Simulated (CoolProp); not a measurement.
Values from CoolProp's reference Helmholtz-energy equation of state, Lemmon 2006. It is a short technical equation, of lower accuracy than the large ones.

For carbon monoxide, give the phase and the Joule-Thomson coefficient (K/MPa), isothermal compressibility (1/MPa), expansivity (1/kK), fugacity coefficient at 165.3 K and 4250 kPa; 205.9 K and 4250 kPa.


- 165.3 K and 4250 kPa: supercritical; Joule-Thomson coefficient 6.38, isothermal compressibility 0.305, expansivity 13.2, fugacity coefficient 0.805
- 205.9 K and 4250 kPa: supercritical; Joule-Thomson coefficient 4.33, isothermal compressibility 0.256, expansivity 6.91, fugacity coefficient 0.908
